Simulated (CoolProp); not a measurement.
Properties of R404A along the isotherm 117.15 °C (Tc = 72.1 °C, pc = 3735 kPa, ω = 0.293).

Computed with CoolProp (reference Helmholtz-energy equation of state, Lemmon 2003). It is a pseudo-pure fit of the blend.

```csv
p (kPa),phase,cp (kJ/(kg K)),cv (kJ/(kg K)),expansivity (1/kK)
187,gas,1.028,0.9379,2.674
373,gas,(withheld),0.9409,2.791
560,gas,1.047,0.9440,(withheld)
747,gas,1.056,0.9472,(withheld)
934,gas,1.067,0.9504,3.190
1120,gas,(withheld),0.9536,3.338
1310,gas,1.089,0.9569,3.500
1490,gas,(withheld),0.9601,3.663
1680,gas,(withheld),0.9635,3.847
1870,gas,(withheld),(withheld),4.044
```

**Question.** Fill in the missing entries.

**Answer.** 
- 373, cp (kJ/(kg K)): 1.037
- 560, expansivity (1/kK): 2.917
- 747, expansivity (1/kK): 3.049
- 1120, cp (kJ/(kg K)): 1.078
- 1490, cp (kJ/(kg K)): 1.101
- 1680, cp (kJ/(kg K)): 1.114
- 1870, cp (kJ/(kg K)): 1.128
- 1870, cv (kJ/(kg K)): 0.9670
